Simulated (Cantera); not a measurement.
An isothermal, constant-pressure homogeneous reactor starts with 57.5 % NH3, 42.5 % N2, at 1823 K and 0.809 atm.

Cantera simulation using the gas-phase N/H chemistry of the illustrative SiF4/NH3 mechanism in the Surface Chemkin manual (1991); the numbers are that mechanism's predictions, not measurements. Walls and surfaces, which speed up NH3 decomposition in real reactors, are not modelled.

One state of this run: x NH3 = 0.401; x H2 = 0.165; x N2H2 = 9.18e-7; x H = 4.18e-5; x NH = 2.77e-6. x: mole fraction; the columns are a selection and need not sum to one.

Task: Which value of t (s) does it belong to?
A) 0.110
B) 0.0375
C) 6.00e-5
D) 0.000513

Result: A, 0.110
